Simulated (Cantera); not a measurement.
A closed system holds: 1 mol MgO, 0.012 mol C, 0.012 mol H₂, at 80.0 mbar.

Equilibrium computed with Cantera from the NASA thermochemical tables; the gas is ideal and each condensed phase is pure. Candidate condensed phases: C, C₆H₆, C₇H₈, C₈H₁₈, H₂O, Mg, MgCO₃, MgO, Mg(OH)₂; 116 gas species. The tables' values for MgH are old estimates; treat these amounts as uncertain. Kinetics and transport are ignored.

x: gas mole fraction; n: condensed amount in mol.

```csv
T (K),x Mg,x CO,x H₂,x H,x H₂O,x CO₂,n MgO(s)
1875,0.332,0.333,0.332,0.00134,2.81e-5,6.86e-6,0.988
1950,0.332,0.333,0.331,0.00233,9.10e-5,2.08e-5,0.988
2025,0.332,0.333,0.330,0.00391,0.000269,5.79e-5,0.988
2100,0.332,0.332,0.328,0.00631,0.000730,0.000150,0.988
2175,0.332,0.331,0.324,[?],[?],[?],0.988
2250,0.333,0.328,0.317,[?],[?],[?],0.988
2325,0.336,0.324,0.305,0.0215,0.00918,0.00172,0.988
2400,0.342,0.317,0.286,0.0301,0.0181,0.00339,0.987
2475,0.352,0.307,0.258,0.0404,0.0323,0.00625,0.986
2550,0.366,0.291,0.221,0.0518,0.0515,0.0107,0.985
```

**Question.** Complete the blanks.

**Answer.** 
- 2175, x H: 0.00982
- 2175, x H₂O: 0.00183
- 2175, x CO₂: 0.000360
- 2250, x H: 0.0148
- 2250, x H₂O: 0.00427
- 2250, x CO₂: 0.000812
